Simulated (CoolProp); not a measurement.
n-dodecane along the isotherm 620 K: Z from the reference equation and from simpler models built on Tc = 658.1 K, pc = 1.818 MPa, ω = 0.574; each cubic takes its own stable root.

Computed with CoolProp (reference Helmholtz-energy equation of state, Lemmon 2004). It is a short technical equation, of lower accuracy than the large ones.

```csv
p (MPa),phase,reference,van der Waals,Redlich-Kwong,Peng-Robinson
0.0826,gas,0.9766,0.9842,0.9814,0.9784
0.165,gas,0.9527,0.9680,0.9623,0.9564
0.248,gas,0.9280,0.9512,0.9426,(withheld)
0.33,gas,0.9028,0.9341,(withheld),0.9103
0.413,gas,0.8764,0.9161,0.9015,0.8859
0.496,gas,0.8490,0.8975,0.8797,(withheld)
0.578,gas,0.8208,0.8784,0.8573,0.8347
0.661,gas,0.7909,(withheld),0.8337,0.8072
0.744,gas,0.7593,0.8369,0.8089,0.7782
0.826,gas,0.7260,0.8148,0.7830,(withheld)
0.909,gas,0.6895,0.7911,0.7551,0.7144
```

Task: Some entries are withheld; supply them.

Result: 
- 0.248, Peng-Robinson: 0.9335
- 0.33, Redlich-Kwong: 0.9225
- 0.496, Peng-Robinson: 0.8607
- 0.661, van der Waals: 0.8581
- 0.826, Peng-Robinson: 0.7477
